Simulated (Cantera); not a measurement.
Charge: 1 mol CO, 0.53 mol H2, 3.9 mol H2O, at 37.0 bar.

Cantera equilibrium calculation (NASA polynomials, part measured and part estimated; ideal gas, pure solids and liquids). Candidate condensed phases: C, C6H6, C7H8, C8H18, H2O; 110 gas species. The ideal-gas law is rough above about 30 bar. The numbers say what is thermodynamically allowed, not how fast it happens.

x: gas mole fraction; nothing condenses.

```tsv
T (°C)	x H2O	x H2	x CO2	x CO	x CH4	x H	x OH
625	0.673	0.128	0.146	0.0120	0.0413	6.44e-12	<1e-12
725	0.620	0.190	0.143	0.0301	0.0181	1.54e-10	1.10e-12
825	0.595	0.219	0.133	0.0491	0.00398	1.90e-9	2.28e-11
925	0.597	0.218	0.123	0.0612	0.000622	1.46e-8	3.16e-10
1025	0.604	0.211	0.114	?	?	?	?
1125	0.611	0.204	0.107	0.0773	2.44e-5	3.52e-7	2.07e-8
1225	0.618	0.198	0.101	0.0834	6.52e-6	1.26e-6	1.11e-7
1325	0.623	0.193	0.0955	0.0887	?	?	?
1425	0.627	0.189	0.0910	0.0932	7.34e-7	1.03e-5	1.77e-6
```

Q: What belongs in the gaps?

A: 
- 1325, x CH4: 2.04e-6
- 1325, x H: 3.84e-6
- 1325, x OH: 4.83e-7
- 1025, x CO: 0.0700
- 1025, x CH4: 0.000111
- 1025, x H: 8.10e-8
- 1025, x OH: 3.00e-9
